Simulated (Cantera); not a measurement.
What does this Cantera script print?

```python
import numpy as np
import cantera as ct

gas = ct.Solution("gri30.yaml")
gas.TPX = 1525, 2666, {'CH4': 1, 'N2': 15}
reactor = ct.IdealGasConstPressureReactor(gas, energy="off", clone=False)
net = ct.ReactorNet([reactor])
net.rtol, net.atol = 1e-08, 1e-18
show = ['CH4', 'C2H6', 'C2H4', 'C2H', 'CH3', 'H', 'H2']
times = np.geomspace(7e-05, 20, 10)

steps = ct.SolutionArray(gas, extra=["t"])
rows = []
print(f"{'t/s':>10s}{'T/K':>9s}{'P/Pa':>11s}" + "".join(f"{s:>11s}" for s in show))
for t in times:
    while net.time < t:
        t_next = net.step()
        steps.append(gas.state, t=t_next)
    rows.append([np.interp(t, steps.t, y) for y in (steps.T, steps.P, *steps(*show).X.T)])
    print(f"{t:10.3e}{rows[-1][0]:9.1f}{rows[-1][1]:11.4g}" + "".join(f"{x:11.3e}" for x in rows[-1][2:]))
rate = np.gradient(steps.T, steps.t)
print("integrator steps:", len(steps.t))
if steps.T.max() > steps.T[0] + 200:
    print(f"time of steepest temperature rise: {steps.t[rate.argmax()]:.4e} s")
gas.TPX = 1525, 2666, {'CH4': 1, 'N2': 15}
gas.equilibrate("TP")
print(f"equilibrium (TP): T = {gas.T:.1f} K  " + "  ".join(f"{s} {gas[s].X[0]:.3e}" for s in show))
```

Output:

```
       t/s      T/K       P/Pa        CH4       C2H6       C2H4        C2H        CH3          H         H2
 7.000e-05   1525.0       2666  6.250e-02  1.287e-14  7.269e-15  5.994e-28  1.085e-07  2.501e-08  4.176e-08
 2.827e-04   1525.0       2666  6.250e-02  1.233e-12  1.445e-12  2.499e-24  5.119e-07  2.741e-08  2.423e-07
 1.142e-03   1525.0       2666  6.250e-02  8.901e-11  1.422e-10  4.838e-21  2.150e-06  2.743e-08  1.062e-06
 4.610e-03   1525.0       2666  6.249e-02  5.451e-09  1.037e-08  6.223e-18  8.756e-06  2.783e-08  4.391e-06
 1.862e-02   1525.0       2666  6.246e-02  2.486e-07  6.831e-07  6.856e-15  3.497e-05  3.427e-08  1.911e-05
 7.519e-02   1525.0       2666  6.227e-02  5.942e-06  3.908e-05  3.548e-12  1.304e-04  1.333e-07  1.554e-04
 3.037e-01   1525.0       2666  5.875e-02  4.700e-05  1.121e-03  4.940e-10  3.446e-04  1.868e-06  3.859e-03
 1.226e+00   1525.0       2666  4.107e-02  2.229e-05  9.081e-04  6.236e-09  2.458e-04  9.153e-06  2.914e-02
 4.952e+00   1525.0       2666  1.918e-02  4.739e-06  1.441e-04  1.383e-08  1.198e-04  1.904e-05  6.090e-02
 2.000e+01   1525.0       2666  4.542e-03  3.844e-07  2.215e-05  2.389e-08  3.670e-05  3.272e-05  8.175e-02
integrator steps: 1062
equilibrium (TP): T = 1525.0 K  CH4 4.099e-05  C2H6 7.126e-11  C2H4 4.238e-06  C2H 8.808e-09  CH3 4.079e-07  H 4.331e-05  H2 8.815e-02
```

Cantera simulation using GRI-Mech 3.0 (53 species, 325 reactions); the numbers are that mechanism's predictions, not measurements. GRI-Mech 3.0 stops at C3 and has no aromatics, soot or wall deposition, so with more carbon than oxygen in the feed, carbon stays in small species such as C2H2 where larger ones or solid carbon would form. Radical loss at walls, strong at low pressure, is not modelled.
